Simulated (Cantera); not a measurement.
Input: 1 mol CuO, a varied amount of C, 0.019 mol CO, held at 2598 K and 130000 Pa.

Equilibrium computed with Cantera from the NASA thermochemical tables; the gas is ideal and each condensed phase is pure. Candidate condensed phases: C, Cu, CuO, Cu₂O; 15 gas species. Kinetics and transport are ignored.

### Question
Which condensed phases are stable at each of these points (n(C) (mol)): 0.74, 0.93, 1.2, 1.5, 1.8, 2.3, 2.8, 3.6, 4.5, 5.6, 7?

### Answer
```csv
n(C) (mol),condensed phases,Cu condensed (%)
0.74,Cu(l),76.3
0.93,Cu(l),70.5
1.2,C(graphite) + Cu(l),68.3
1.5,C(graphite) + Cu(l),68.3
1.8,C(graphite) + Cu(l),68.3
2.3,C(graphite) + Cu(l),68.3
2.8,C(graphite) + Cu(l),68.3
3.6,C(graphite) + Cu(l),68.3
4.5,C(graphite) + Cu(l),68.3
5.6,C(graphite) + Cu(l),68.3
7,C(graphite) + Cu(l),68.3
```

From 0.74 mol C to 0.93 mol C the condensed part is Cu(l). From 1.2 mol C to 7 mol C the condensed part is C(graphite) + Cu(l).
